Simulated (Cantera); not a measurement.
Charge: 1 mol Cu, 0.61 mol F₂, 6.4 mol N₂, equilibrated at 0.0100 bar.

These are equilibrium values from Cantera (NASA tables, ideal gas, pure condensed phases), not measurements of a reactor. Candidate condensed phases: Cu, CuF₂; 11 gas species. Mutual solubility and eutectic melting of coexisting phases are not modelled. Kinetics and transport are ignored.

x: gas mole fraction; n: condensed amount in mol.

```csv
T (K),x N₂,x CuF,x CuF₂,x F,x Cu,n Cu(s),n CuF₂(l)
1148,0.902,0.0506,0.0475,1.31e-7,2.72e-7,0.211,0.0934
1198,0.876,(withheld),(withheld),(withheld),(withheld),(withheld),0
1248,0.865,0.105,0.0297,6.63e-7,4.30e-6,0,0
1298,0.865,0.105,0.0297,2.31e-6,6.20e-6,0,0
1348,0.865,0.105,0.0297,(withheld),(withheld),0,0
1398,0.865,0.105,0.0297,2.16e-5,1.19e-5,0,0
1448,0.865,0.105,0.0297,5.87e-5,1.60e-5,0,0
1498,0.865,0.105,0.0296,0.000149,2.11e-5,0,0
```

Problem. Some entries are withheld; supply them.

Solution. 
- 1198, x CuF: 0.0805
- 1198, x CuF₂: 0.0433
- 1198, x F: 3.26e-7
- 1198, x Cu: 1.16e-6
- 1198, n Cu(s): 0.0960
- 1348, x F: 7.37e-6
- 1348, x Cu: 8.69e-6
